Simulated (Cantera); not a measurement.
A Cantera script and what it prints.

```python
import numpy as np
import cantera as ct

gas_names = """
    H H2 Si SiH SiH2 SiH3 SiH4 Si2 Si3
""".split()
cond_names = """
    Si(cr) Si(L)
""".split()


# ... load() reads the species with a 1 bar reference pressure and builds the phases ...
atoms = {
    'Si3H8': {'Si': 3, 'H': 8},
    'H2': {'H': 2},
}
top_T = {}  # K; cautious upper limits of use, not melting points


# ... equilibrate(T, P, feed) seeds the gas with the atoms and calls Mixture.equilibrate('TP', solver="vcs", rtol=1e-11, max_steps=5000) ...
results = []
feed = {'Si3H8': 1, 'H2': 91}  # mol
P = 1000  # Pa
for T in [850, 925, 1000, 1075, 1150, 1225, 1300, 1375, 1450, 1525, 1600, 1675, 1750]:
    mix = equilibrate(T, P, feed)
    results.append((T, P, feed, dict(zip(mix.species_names, mix.species_moles))))
    x = sorted(zip(gas.X, gas.species_names), reverse=True)
    print(f"T = {T:g} K  P = {P:g} Pa  gas = {mix.phase_moles(0):.4g} mol")
    print("   x: " + "  ".join(f"{s} {v:.3e}" for v, s in x if v > 1e-05))
    print("   condensed (mol): " + ("  ".join(f"{mix.phase(i).name} {mix.phase_moles(i):.4g}"
          for i in range(1, mix.n_phases) if mix.phase_moles(i) > 1e-12) or "none"))
```

It prints:

```
T = 850 K  P = 1000 Pa  gas = 95 mol
   x: H2 1.000e+00
   condensed (mol): Si(cr) 3
T = 925 K  P = 1000 Pa  gas = 95 mol
   x: H2 1.000e+00
   condensed (mol): Si(cr) 3
T = 1000 K  P = 1000 Pa  gas = 95 mol
   x: H2 1.000e+00
   condensed (mol): Si(cr) 3
T = 1075 K  P = 1000 Pa  gas = 95 mol
   x: H2 1.000e+00
   condensed (mol): Si(cr) 3
T = 1150 K  P = 1000 Pa  gas = 95 mol
   x: H2 1.000e+00
   condensed (mol): Si(cr) 3
T = 1225 K  P = 1000 Pa  gas = 95 mol
   x: H2 1.000e+00
   condensed (mol): Si(cr) 3
T = 1300 K  P = 1000 Pa  gas = 95 mol
   x: H2 1.000e+00  H 1.106e-05
   condensed (mol): Si(cr) 3
T = 1375 K  P = 1000 Pa  gas = 95 mol
   x: H2 1.000e+00  H 3.426e-05
   condensed (mol): Si(cr) 3
T = 1450 K  P = 1000 Pa  gas = 95 mol
   x: H2 9.999e-01  H 9.457e-05
   condensed (mol): Si(cr) 3
T = 1525 K  P = 1000 Pa  gas = 95.01 mol
   x: H2 9.998e-01  H 2.365e-04
   condensed (mol): Si(cr) 3
T = 1600 K  P = 1000 Pa  gas = 95.03 mol
   x: H2 9.994e-01  H 5.435e-04
   condensed (mol): Si(cr) 2.998
T = 1675 K  P = 1000 Pa  gas = 95.06 mol
   x: H2 9.988e-01  H 1.160e-03  Si 4.340e-05  SiH2 1.123e-05
   condensed (mol): Si(cr) 2.994
T = 1750 K  P = 1000 Pa  gas = 95.13 mol
   x: H2 9.975e-01  H 2.323e-03  Si 1.501e-04  SiH2 2.078e-05  SiH 1.983e-05
   condensed (mol): Si(L) 2.982
```

Method: chemical equilibrium by Gibbs-energy minimisation in Cantera with the NASA 1993 tables (ideal gas, pure condensed phases). The feed counts by its element totals alone. Gases not in the tables: Si2H6 and higher silanes.
